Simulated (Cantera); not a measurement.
## Equilibrium for boron, boron nitride and boron oxide: BF₃ + H₂ + N₂

A closed system holds: 1 mol BF₃, 1.2 mol H₂, 16 mol N₂, at 977 °C and 29.0 Pa.

Equilibrium computed with Cantera from the NASA thermochemical tables; the gas is ideal and each condensed phase is pure. Candidate condensed phases: B, BN; 31 gas species. N₂ is the only nitrogen source here; it is nearly inert below about 1500 K, so the nitride shown seldom forms there in practice. The tables' values for BF₂ are old estimates; treat these amounts as uncertain. The numbers say what is thermodynamically allowed, not how fast it happens.

- x(N₂): 0.878
- x(H₂): 0.0626
- x(BF₃): 0.0526
- x(HF): 0.00665
- x(BF₂): 8.23e-5
- x(BHF₂): 5.33e-5
- x(H): 7.10e-6
- x(BF): 1.09e-6
- n(BN(s)): 0.0395 mol
- gas amount: 18.20 mol
- log10 activity of B(s) (absent): -4.08
